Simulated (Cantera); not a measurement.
An adiabatic, constant-volume homogeneous reactor starts with H2 : O2 : N2 = 1 : 1.25 : 13.8 (molar parts), equivalence ratio 0.40, at 1775 K and 540 Torr.

Cantera simulation using the H2/O2 subset of GRI-Mech 3.0, which has no nitrogen chemistry; the numbers are that mechanism's predictions, not measurements.

x: mole fraction; the columns are a selection and need not sum to one.

```json
[
 {"t (s)": "1.00e-6", "T (K)": "1775", "P (bar)": "0.720", "x H2": "0.0623", "x O2": "0.0779", "x H": "3.53e-7", "x O": "6.43e-8", "x H2O": "5.00e-8", "x H2O2": "?", "x OH": "7.02e-8"},
 {"t (s)": "2.61e-6", "T (K)": "1775", "P (bar)": "0.720", "x H2": "0.0623", "x O2": "0.0779", "x H": "1.35e-6", "x O": "3.67e-7", "x H2O": "7.50e-7", "x H2O2": "?", "x OH": "4.18e-7"},
 {"t (s)": "6.81e-6", "T (K)": "1775", "P (bar)": "0.720", "x H2": "0.0623", "x O2": "0.0779", "x H": "1.63e-5", "x O": "4.98e-6", "x H2O": "1.88e-5", "x H2O2": "?", "x OH": "5.71e-6"},
 {"t (s)": "1.78e-5", "T (K)": "1778", "P (bar)": "0.721", "x H2": "0.0522", "x O2": "0.0728", "x H": "0.00494", "x O": "0.00169", "x H2O": "0.00672", "x H2O2": "?", "x OH": "0.00181"},
 {"t (s)": "4.64e-5", "T (K)": "1839", "P (bar)": "0.743", "x H2": "0.00699", "x O2": "0.0446", "x H": "0.0186", "x O": "0.0167", "x H2O": "0.0421", "x H2O2": "?", "x OH": "0.00815"},
 {"t (s)": "0.000121", "T (K)": "1954", "P (bar)": "0.784", "x H2": "0.00603", "x O2": "0.0445", "x H": "0.0124", "x O": "0.0133", "x H2O": "0.0464", "x H2O2": "?", "x OH": "0.00872"},
 {"t (s)": "0.000316", "T (K)": "2108", "P (bar)": "0.838", "x H2": "0.00399", "x O2": "0.0449", "x H": "0.00529", "x O": "0.00797", "x H2O": "0.0527", "x H2O2": "?", "x OH": "0.00842"},
 {"t (s)": "0.000825", "T (K)": "2231", "P (bar)": "0.881", "x H2": "0.00166", "x O2": "0.0460", "x H": "0.00119", "x O": "0.00309", "x H2O": "0.0587", "x H2O2": "5.35e-8", "x OH": "0.00617"},
 {"t (s)": "0.00215", "T (K)": "2278", "P (bar)": "0.897", "x H2": "0.000642", "x O2": "0.0469", "x H": "0.000271", "x O": "0.00117", "x H2O": "0.0614", "x H2O2": "5.19e-8", "x OH": "0.00404"},
 {"t (s)": "0.00562", "T (K)": "2282", "P (bar)": "0.898", "x H2": "0.000563", "x O2": "0.0470", "x H": "0.000222", "x O": "0.00103", "x H2O": "0.0616", "x H2O2": "5.34e-8", "x OH": "0.00381"},
 {"t (s)": "0.0147", "T (K)": "2282", "P (bar)": "0.898", "x H2": "0.000563", "x O2": "0.0470", "x H": "0.000222", "x O": "0.00103", "x H2O": "0.0616", "x H2O2": "5.34e-8", "x OH": "0.00381"},
 {"t (s)": "0.0383", "T (K)": "2282", "P (bar)": "0.898", "x H2": "0.000563", "x O2": "0.0470", "x H": "0.000222", "x O": "0.00103", "x H2O": "0.0616", "x H2O2": "5.34e-8", "x OH": "0.00381"},
 {"t (s)": "0.100", "T (K)": "2282", "P (bar)": "0.898", "x H2": "0.000563", "x O2": "0.0470", "x H": "0.000222", "x O": "0.00103", "x H2O": "0.0616", "x H2O2": "5.34e-8", "x OH": "0.00381"}
]
```

Task: What belongs in the gaps?

Result: 
- 1.00e-6, x H2O2: 1.21e-9
- 2.61e-6, x H2O2: 5.48e-9
- 6.81e-6, x H2O2: 1.86e-8
- 1.78e-5, x H2O2: 6.25e-8
- 4.64e-5, x H2O2: 2.20e-7
- 0.000121, x H2O2: 1.46e-7
- 0.000316, x H2O2: 8.57e-8
